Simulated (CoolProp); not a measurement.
Vapour-liquid equilibrium of benzene (1) + p-xylene (2) at 491.8 K; x and y are mole fractions of (1).

The numbers come from the multi-fluid Helmholtz-energy mixture model, Thol 2012 and Zhou 2012; pair parameters Bell 2016 in CoolProp.

```json
[
 {"x": "0.05", "bubble pressure, mixture model (MPa)": "0.6398", "bubble pressure, Raoult's law (MPa)": "0.6516", "y, mixture model": "0.117", "y, Raoult's law": "0.147"},
 {"x": "0.2", "bubble pressure, mixture model (MPa)": "[?]", "bubble pressure, Raoult's law (MPa)": "0.8518", "y, mixture model": "0.387", "y, Raoult's law": "0.451"},
 {"x": "0.35", "bubble pressure, mixture model (MPa)": "[?]", "bubble pressure, Raoult's law (MPa)": "1.052", "y, mixture model": "[?]", "y, Raoult's law": "0.639"},
 {"x": "0.5", "bubble pressure, mixture model (MPa)": "[?]", "bubble pressure, Raoult's law (MPa)": "1.252", "y, mixture model": "0.713", "y, Raoult's law": "0.766"},
 {"x": "0.65", "bubble pressure, mixture model (MPa)": "[?]", "bubble pressure, Raoult's law (MPa)": "1.452", "y, mixture model": "[?]", "y, Raoult's law": "0.859"},
 {"x": "0.8", "bubble pressure, mixture model (MPa)": "1.613", "bubble pressure, Raoult's law (MPa)": "1.652", "y, mixture model": "0.905", "y, Raoult's law": "0.929"},
 {"x": "0.95", "bubble pressure, mixture model (MPa)": "[?]", "bubble pressure, Raoult's law (MPa)": "1.853", "y, mixture model": "0.978", "y, Raoult's law": "0.984"}
]
```

Fill in the missing entries.


- 0.2, bubble pressure, mixture model (MPa): 0.8133
- 0.35, bubble pressure, mixture model (MPa): 0.9984
- 0.35, y, mixture model: 0.575
- 0.5, bubble pressure, mixture model (MPa): 1.193
- 0.65, bubble pressure, mixture model (MPa): 1.398
- 0.65, y, mixture model: 0.819
- 0.95, bubble pressure, mixture model (MPa): 1.840

The largest gap from Raoult's law is -5.1 % in bubble pressure, at x = 0.35. No azeotrope shows between x = 0.05 and 0.95.

Pair parameters are fitted to limited data, so mixtures are less certain than the pure fluids.
